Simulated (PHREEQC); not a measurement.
A made-up water analysis in mg/kgw, 25 °C, pH 6.37, pe 11.5: Na 2390; K 242; Ca 264; Mg 191; Cl 2100; S(6) as SO4 3930; Alkalinity as HCO3 0.0443; Si as SiO2 90.1.

Valence states are taken as typed.

All values are PHREEQC results (ion-association model, wateq4f.dat), not measurements.

No solid was allowed to form.

Question: Estimate the ionic strength.

Answer: ionic strength 0.162 mol/kgw.

Question: In which forms is Na present?

Answer: Na+ 95 %, NaSO4- 4.5 % of the Na.

The solution is supersaturated, for example in Quartz (slow to form), Chalcedony (slow to form), so a real one may precipitate; this is no full list.
